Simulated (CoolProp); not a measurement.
Properties of nitrogen along the isotherm 92.6 K (Tc = 126.2 K, pc = 33.96 bar, ω = 0.037).

Values from CoolProp's reference Helmholtz-energy equation of state, Span 2000.

```json
[
 {"p (bar)": "1.13", "phase": "gas", "density (kg/m³)": "4.230", "isothermal compressibility (1/MPa)": "9.111", "viscosity (µPa s)": "6.48", "fugacity coefficient": "?"},
 {"p (bar)": "2.26", "phase": "gas", "density (kg/m³)": "?", "isothermal compressibility (1/MPa)": "4.712", "viscosity (µPa s)": "6.55", "fugacity coefficient": "0.9456"},
 {"p (bar)": "3.4", "phase": "gas", "density (kg/m³)": "13.59", "isothermal compressibility (1/MPa)": "3.261", "viscosity (µPa s)": "6.63", "fugacity coefficient": "0.9181"},
 {"p (bar)": "5.66", "phase": "liquid", "density (kg/m³)": "731.9", "isothermal compressibility (1/MPa)": "0.006138", "viscosity (µPa s)": "95.0", "fugacity coefficient": "0.7094"},
 {"p (bar)": "6.79", "phase": "liquid", "density (kg/m³)": "732.4", "isothermal compressibility (1/MPa)": "0.006095", "viscosity (µPa s)": "95.2", "fugacity coefficient": "0.5947"},
 {"p (bar)": "7.92", "phase": "liquid", "density (kg/m³)": "732.9", "isothermal compressibility (1/MPa)": "0.006052", "viscosity (µPa s)": "95.5", "fugacity coefficient": "0.5127"},
 {"p (bar)": "9.06", "phase": "liquid", "density (kg/m³)": "?", "isothermal compressibility (1/MPa)": "0.006010", "viscosity (µPa s)": "95.7", "fugacity coefficient": "0.4507"},
 {"p (bar)": "10.2", "phase": "liquid", "density (kg/m³)": "733.9", "isothermal compressibility (1/MPa)": "0.005969", "viscosity (µPa s)": "96.0", "fugacity coefficient": "0.4026"},
 {"p (bar)": "11.3", "phase": "liquid", "density (kg/m³)": "734.4", "isothermal compressibility (1/MPa)": "?", "viscosity (µPa s)": "96.2", "fugacity coefficient": "0.3654"},
 {"p (bar)": "12.5", "phase": "liquid", "density (kg/m³)": "734.9", "isothermal compressibility (1/MPa)": "0.005887", "viscosity (µPa s)": "96.5", "fugacity coefficient": "0.3323"},
 {"p (bar)": "13.6", "phase": "liquid", "density (kg/m³)": "?", "isothermal compressibility (1/MPa)": "0.005849", "viscosity (µPa s)": "?", "fugacity coefficient": "0.3071"},
 {"p (bar)": "14.7", "phase": "liquid", "density (kg/m³)": "?", "isothermal compressibility (1/MPa)": "?", "viscosity (µPa s)": "97.0", "fugacity coefficient": "0.2857"},
 {"p (bar)": "15.8", "phase": "liquid", "density (kg/m³)": "736.3", "isothermal compressibility (1/MPa)": "0.005774", "viscosity (µPa s)": "97.2", "fugacity coefficient": "0.2672"},
 {"p (bar)": "17", "phase": "liquid", "density (kg/m³)": "736.8", "isothermal compressibility (1/MPa)": "0.005735", "viscosity (µPa s)": "97.4", "fugacity coefficient": "0.2498"}
]
```

Problem. Fill in the missing entries.

Solution. 
- 1.13, fugacity coefficient: 0.9728
- 2.26, density (kg/m³): 8.725
- 9.06, density (kg/m³): 733.4
- 11.3, isothermal compressibility (1/MPa): 0.005929
- 13.6, density (kg/m³): 735.4
- 13.6, viscosity (µPa s): 96.7
- 14.7, density (kg/m³): 735.8
- 14.7, isothermal compressibility (1/MPa): 0.005811

Viscosity comes from a separate model (Lemmon 2004).
